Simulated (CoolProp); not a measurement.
Saturated liquid density (kg/m³) of C2F6 (R116): the reference equation beside estimates from Tc = 293.0 K, pc = 3.048 MPa, ω = 0.257. Rackett uses Z = 0.29056 − 0.08775 ω.

Model: reference Helmholtz-energy equation of state, Lemmon 2006, in CoolProp. It is a short technical equation, of lower accuracy than the large ones.

```json
[
 {"T (K)": "199.8", "reference": "…", "Rackett": "…", "Peng-Robinson": "1712"},
 {"T (K)": "206.2", "reference": "1554", "Rackett": "1633", "Peng-Robinson": "1678"},
 {"T (K)": "212.7", "reference": "1524", "Rackett": "1600", "Peng-Robinson": "1641"},
 {"T (K)": "219.2", "reference": "…", "Rackett": "1565", "Peng-Robinson": "…"},
 {"T (K)": "225.6", "reference": "1459", "Rackett": "1530", "Peng-Robinson": "1560"},
 {"T (K)": "232.1", "reference": "1424", "Rackett": "1493", "Peng-Robinson": "1515"},
 {"T (K)": "238.5", "reference": "1388", "Rackett": "1454", "Peng-Robinson": "1467"},
 {"T (K)": "245", "reference": "…", "Rackett": "1413", "Peng-Robinson": "1413"},
 {"T (K)": "251.4", "reference": "…", "Rackett": "1369", "Peng-Robinson": "1356"},
 {"T (K)": "257.9", "reference": "1262", "Rackett": "1321", "Peng-Robinson": "1292"}
]
```

Question: Complete the blanks.

Answer: 
- 199.8, reference: 1584
- 199.8, Rackett: 1664
- 219.2, reference: 1492
- 219.2, Peng-Robinson: 1602
- 245, reference: 1349
- 251.4, reference: 1308

Absolute difference from the reference over all 10 rows, mean and median: Rackett 4.9 and 4.9 %, Peng-Robinson 6.1 and 6.7 %.
